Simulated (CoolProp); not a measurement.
Sulfur dioxide at 444.15 K and 0.564 MPa is throttled through a valve to 0.0184 MPa with no heat exchange. Each further row changes one setting.

The numbers come from the reference Helmholtz-energy equation of state, Gao 2016 in CoolProp.

```csv
case,temperature change (K),final density (kg/m³)
as stated,-6.3,[?]
outlet pressure 0.00552 MPa,[?],[?]
outlet pressure 0.0239 MPa,-6.3,[?]
```

**Question.** What belongs in the gaps?

**Answer.** 
- as stated, final density (kg/m³): 0.324
- outlet pressure 0.00552 MPa, temperature change (K): -6.5
- outlet pressure 0.00552 MPa, final density (kg/m³): 0.0972
- outlet pressure 0.0239 MPa, final density (kg/m³): 0.421
